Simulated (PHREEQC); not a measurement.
0.89 g of hydrous ferric oxide (600 m²/g; 0.2 weak and 0.005 strong sites per Fe, Dzombak-Morel constants, diffuse double layer) in 1 kg of water with 0.3 mol/kgw of an inert sodium salt and 2.3e-05 mol MgCl2, at 25 °C; the pH is set by adding NaOH or the inert anion's acid. O2 is buffered at 0.21 atm. CO2 from the air is kept out. Nothing may precipitate in this run.

Base run: PHREEQC, ion-association model, wateq4f.dat. Each further column changes one thing. The table gives surface charge σ (C/m²).

```tsv
pH	base	background salt from 0.3 to 0.03 mol/kgw	oxide from 0.89 to 4.5 g/kgw	0.00059 mol/kgw H3BO3 added
4	0.349	0.272	0.349	0.349
5	0.269	0.158	0.270	0.269
5.5	0.210	___	0.211	0.210
6.5	0.106	0.047	0.106	0.106
7	0.066	0.028	0.066	0.066
8	0.006	0.003	0.006	0.006
9	-0.050	___	-0.051	-0.050
9.5	-0.085	-0.037	-0.087	-0.085
10.5	-0.182	___	-0.185	-0.182
11	-0.240	-0.135	-0.244	-0.240
12	-0.332	___	-0.338	-0.332
```

Problem. What belongs in the gaps?

Solution. 
- 5.5, background salt from 0.3 to 0.03 mol/kgw: 0.111
- 9, background salt from 0.3 to 0.03 mol/kgw: -0.020
- 10.5, background salt from 0.3 to 0.03 mol/kgw: -0.093
- 12, background salt from 0.3 to 0.03 mol/kgw: -0.258
